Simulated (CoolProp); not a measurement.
R1336mzz(Z) along the isotherm 298.2 K: fugacity coefficient from the reference equation and from simpler models built on Tc = 444.5 K, pc = 2904 kPa, ω = 0.386; each cubic takes its own stable root.

Model: reference Helmholtz-energy equation of state, McLinden 2020, in CoolProp.

```csv
p (kPa),phase,reference,van der Waals,Soave-Redlich-Kwong
907,liquid,0.08122,0.4703,0.08222
1810,liquid,0.04251,0.2549,0.04336
2720,liquid,0.02956,0.1834,0.03037
3630,liquid,0.02314,0.1485,0.02395
4540,liquid,0.01933,0.1282,0.02015
5440,liquid,0.01684,0.1154,0.01769
6350,liquid,0.01507,0.1066,0.01594
7260,liquid,0.01377,0.1005,0.01466
```
